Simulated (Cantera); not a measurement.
Input: 1 mol B2O3, 3.2 mol NH3, held at 9.75 Torr.

Equilibrium computed with Cantera from the NASA thermochemical tables; the gas is ideal and each condensed phase is pure. Candidate condensed phases: B, BN, B2O3, B3O3H3, H2O; 39 gas species. Mutual solubility and eutectic melting of coexisting phases are not modelled. Rates play no part.

x: gas mole fraction; n: condensed amount in mol.

```csv
T (K),x H2,x N2,x H,x B2O3,x BO,x HBO2,x HBO,x H2O,n BN(s),n B2O3(l)
773,0.749,0.250,6.89e-12,<1e-12,<1e-12,1.50e-8,<1e-12,0.00112,0.00478,0.998
923,0.749,0.250,…,…,<1e-12,…,…,0.00110,0.00471,0.998
1073,0.749,0.250,…,…,…,…,…,0.00105,0.00452,0.998
1223,0.749,0.250,2.28e-6,1.48e-6,2.02e-9,0.000315,1.59e-5,0.000978,0.00481,0.997
1373,0.747,0.249,2.53e-5,9.63e-5,3.79e-7,0.00186,0.000353,0.000911,0.00711,0.989
1523,0.737,0.247,0.000174,0.00265,2.48e-5,0.00753,0.00416,0.000839,0.0101,0.939
1673,0.670,0.233,0.000818,0.0391,0.000579,0.0288,0.0229,0.00120,0,0.524
1823,0.600,0.216,0.00294,0.0821,0.00308,0.0502,0.0361,0.00236,0,0
1973,0.586,0.214,0.00906,0.0742,0.00911,0.0555,0.0396,0.00415,0,0
2123,0.565,0.211,0.0236,0.0644,0.0217,0.0602,0.0400,0.00705,0,0
2273,0.529,0.206,0.0536,0.0522,0.0423,0.0632,0.0364,0.0117,0,0
2423,0.472,0.197,0.107,0.0382,0.0686,0.0622,0.0296,0.0185,0,0
```

Problem. Complete the blanks.

Solution. 
- 923, x H: 1.86e-9
- 923, x B2O3: 4.69e-12
- 923, x HBO2: 1.32e-6
- 923, x HBO: 1.39e-9
- 1073, x H: 1.06e-7
- 1073, x B2O3: 6.63e-9
- 1073, x BO: 2.40e-12
- 1073, x HBO2: 3.08e-5
- 1073, x HBO: 2.91e-7
